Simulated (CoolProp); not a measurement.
A simple Rankine cycle with chlorine: condensing at 294.15 K, boiler at 1.74 MPa, turbine inlet 336.5 K, turbine efficiency 0.7, pump efficiency 0.6, no recuperator. Each further row changes one setting.

The numbers come from the reference Helmholtz-energy equation of state, Thol 2021 in CoolProp.

```
case                             thermal efficiency (%)  net work (kJ/kg)  heat in (kJ/kg)  turbine exit temperature (K)  volume ratio over the turbine
-------------------------------  ----------------------  ----------------  ---------------  ----------------------------  -----------------------------
as stated                                           7.1              18.4              259                         294.1                           2.28
turbine inlet 356.5 K                               7.3              19.8              273                         297.0                           2.18
condensing temperature 286.15 K              (withheld)              22.8              267                         286.1                           2.81
boiler pressure 1.22 MPa                            4.6        (withheld)              267                    (withheld)                           1.61
turbine efficiency 0.6                              6.0              15.6              259                         294.1                           2.31
```

Complete the blanks.


- condensing temperature 286.15 K, thermal efficiency (%): 8.5
- boiler pressure 1.22 MPa, net work (kJ/kg): 12.3
- boiler pressure 1.22 MPa, turbine exit temperature (K): 301.2

The expansion ends wet for: as stated; condensing temperature 286.15 K; turbine efficiency 0.6.
